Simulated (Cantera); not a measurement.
Feed: 1 mol Si, 0.91 mol CO2, 4 mol H2, 0.11 mol N2O, held at 1277 °C and 13.3 mbar.

Equilibrium computed with Cantera from the NASA thermochemical tables; the gas is ideal and each condensed phase is pure. Mutual solubility and eutectic melting of coexisting phases are not modelled. The tables hold silica as quartz up to 1696 K and as liquid above; real silica turns to tridymite and cristobalite and melts near 1996 K. Rates play no part.

| species | before | after |
|---|---|---|
| H2 | 0.823 | 0.851 |
| CO | 0.150 | 0.147 |
| SiO | 0.0255 | 0.00119 |
| CH4 | 2.18e-6 | 0.000107 |
| HCN | 5.13e-6 | 2.36e-5 |
| H | 0.000247 | 7.96e-5 |
| H2O | 1.68e-5 | 3.71e-5 |
| N2 | 0.00102 | 0.00100 |
| SiC(s), mol | 0.180 | 0.219 |
| SiO2(β-quartz), mol | 0.486 | 0.565 |
| Si2N2O(s), mol | 0.105 | 0.105 |
Gas species are given as mole fractions.

Q: Name the change that produced these shifts.
(A) CO2 from 0.91 to 0.14 mol
(B) pressure from 13.3 mbar to 1.90 mbar
(C) temperature from 1277 °C to 1725 °C
(D) pressure from 13.3 mbar to 0.133 bar

A: D, pressure from 13.3 mbar to 0.133 bar
